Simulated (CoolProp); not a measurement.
Vapour pressure (MPa) of C3F8 (R218): the reference equation beside estimates from Tc = 71.9 °C, pc = 2.640 MPa, ω = 0.317. Clausius-Clapeyron is anchored at -51.05 °C with a constant enthalpy of vaporisation of 20.71 kJ/mol.

Model: reference Helmholtz-energy equation of state, Lemmon 2006, in CoolProp. It is a short technical equation, of lower accuracy than the large ones.

| T (°C) | reference | Lee-Kesler | Clausius-Clapeyron | Redlich-Kwong | Soave-Redlich-Kwong | Peng-Robinson |
|---|---|---|---|---|---|---|
| -78.05 | 0.009685 | 0.009426 | 0.01071 | 0.02820 | 0.009576 | 0.009981 |
| -72.65 | 0.01407 | 0.01375 | 0.01511 | 0.03834 | 0.01392 | 0.01440 |
| -67.25 | 0.01997 | 0.01958 | 0.02093 | 0.05108 | 0.01978 | 0.02032 |
| -61.85 | 0.02774 | 0.02731 | 0.02852 | 0.06683 | 0.02751 | 0.02808 |
| -56.45 | 0.03780 | 0.03734 | 0.03826 | 0.08603 | 0.03752 | 0.03810 |
| -51.05 | 0.05059 | 0.05014 | 0.05059 | 0.1091 | 0.05029 | 0.05082 |
| -45.75 | 0.06629 | 0.06588 | 0.06571 | 0.1359 | 0.06597 | 0.06640 |
| -40.35 | 0.08600 | 0.08570 | 0.08473 | 0.1680 | 0.08572 | 0.08595 |
| -34.95 | 0.1100 | 0.1099 | 0.1080 | 0.2052 | 0.1098 | 0.1098 |
| -29.55 | 0.1390 | 0.1391 | 0.1362 | 0.2481 | 0.1390 | 0.1385 |
| -24.15 | 0.1735 | 0.1739 | 0.1700 | 0.2971 | 0.1738 | 0.1728 |
| -18.75 | 0.2143 | 0.2151 | 0.2102 | 0.3527 | 0.2150 | 0.2133 |
| -13.45 | 0.2611 | 0.2623 | 0.2567 | 0.4140 | 0.2624 | 0.2599 |
| -8.05 | 0.3163 | 0.3179 | 0.3121 | 0.4838 | 0.3185 | 0.3150 |

Absolute difference from the reference over all 14 rows, mean and median: Lee-Kesler 0.9 and 0.6 %, Clausius-Clapeyron 2.9 and 1.9 %, Redlich-Kwong 108.3 and 100.2 %, Soave-Redlich-Kwong 0.6 and 0.5 %, Peng-Robinson 0.9 and 0.5 %.
